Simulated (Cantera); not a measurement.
# Silicates and aluminates: SiO₂ + Al₂O₃ + O₂

Charge: 1 mol SiO₂, 0.49 mol Al₂O₃, 0.84 mol O₂, equilibrated at 1.00 bar.

Equilibrium computed with Cantera from the NASA thermochemical tables; the gas is ideal and each condensed phase is pure. Candidate condensed phases: Al, Al₂O₃, Al₂SiO₅, Al₆Si₂O₁₃, Si, SiO₂; 14 gas species. Mutual solubility and eutectic melting of coexisting phases are not modelled. The tables hold silica as quartz up to 1696 K and as liquid above; real silica turns to tridymite and cristobalite and melts near 1996 K. Condensed phases not in the tables: alloys, solid solutions and most ternary compounds. Kinetics and transport are ignored.

```csv
T (°C),log p O₂,log p O,log p O₃,log p SiO₂,n Al₂SiO₅(andalusite),n SiO₂(α-quartz),n SiO₂(β-quartz),n Al₆Si₂O₁₃(mullite),n SiO₂(condensed)
502,0.00,<-12,<-12,<-12,0.490,0.510,0,0,0
602,0.00,-11.69,<-12,<-12,0.490,0,0.510,0,0
702,0.00,-10.14,-11.20,<-12,0.490,0,0.510,0,0
802,0.00,-8.88,-10.48,<-12,0.490,0,0.510,0,0
902,0.00,-7.84,-9.89,<-12,0.490,0,0.510,0,0
1002,0.00,-6.95,-9.39,<-12,0,0,0.673,0.163,0
1102,0.00,-6.20,-8.96,<-12,0,0,0.673,0.163,0
1202,0.00,-5.54,-8.59,<-12,0,0,0.673,0.163,0
1302,0.00,-4.97,-8.27,-10.69,0,0,0.673,0.163,0
1402,0.00,-4.47,-7.98,-9.52,0,0,0.673,0.163,0
1502,0.00,-4.02,-7.72,-8.50,0,0,0,0.163,0.673
```
log p: log10 of the partial pressure in bar; n: condensed amount in mol.

At 502 °C the condensed part is Al₂SiO₅(andalusite) + SiO₂(α-quartz). From 602 °C to 902 °C the condensed part is Al₂SiO₅(andalusite) + SiO₂(β-quartz). From 1002 °C to 1402 °C the condensed part is Al₆Si₂O₁₃(mullite) + SiO₂(β-quartz). At 1502 °C the condensed part is Al₆Si₂O₁₃(mullite) + SiO₂(condensed).
